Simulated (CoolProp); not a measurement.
Normal hydrogen at 284.93 K and 2.21 MPa is compressed adiabatically to 13.6 MPa with isentropic efficiency 0.8. Each further row changes one setting.

Model: reference Helmholtz-energy equation of state, Leachman 2009, in CoolProp.

| case | work (kJ/kg) | final temperature (K) | final density (kg/m³) |
|---|---|---|---|
| as stated | 3610 | 528.4 | 5.94 |
| efficiency 1 | 2890 | 478.9 | 6.52 |
| efficiency 0.65 | 4450 | 585.5 | 5.38 |
